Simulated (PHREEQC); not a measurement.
Make-up at 25 °C: 0.0022 mol/kgw HNO3, 3.7e-06 mol/kgw H4SiO4 and 0.0075 mol/kgw CuSO4. Closed to the air; pH follows from the charge balance.

Model: ion-association model, phreeqc.dat, run in PHREEQC.

Each row changes one thing in this solution. Precipitation was switched off in this run.

```json
[
 {"case": "as made", "pH": "2.82", "ionic strength (mol/kgw)": "0.0237", "SI of Quartz (SiO2)": "-1.45"},
 {"case": "CuSO4 left out", "pH": "2.68", "ionic strength (mol/kgw)": "0.00220", "SI of Quartz (SiO2)": "-1.45"},
 {"case": "CuSO4 from 0.0075 to 0.00825 mol/kgw", "pH": "2.83", "ionic strength (mol/kgw)": "0.0256", "SI of Quartz (SiO2)": "-1.45"},
 {"case": "0.001 mol/kgw HCl added", "pH": "2.65", "ionic strength (mol/kgw)": "0.0245", "SI of Quartz (SiO2)": "-1.45"},
 {"case": "H4SiO4 from 3.7e-06 to 7.4e-06 mol/kgw", "pH": "2.82", "ionic strength (mol/kgw)": "0.0237", "SI of Quartz (SiO2)": "-1.15"},
 {"case": "HNO3 from 0.0022 to 0.00044 mol/kgw", "pH": "3.52", "ionic strength (mol/kgw)": "0.0222", "SI of Quartz (SiO2)": "-1.45"},
 {"case": "CuSO4 from 0.0075 to 0.00675 mol/kgw", "pH": "2.81", "ionic strength (mol/kgw)": "0.0218", "SI of Quartz (SiO2)": "-1.45"},
 {"case": "temperature from 25 to 65 °C", "pH": "2.94", "ionic strength (mol/kgw)": "0.0225", "SI of Quartz (SiO2)": "-1.97"}
]
```

Species that the database lacks are ignored. Constants without temperature data keep their 25 °C values here.
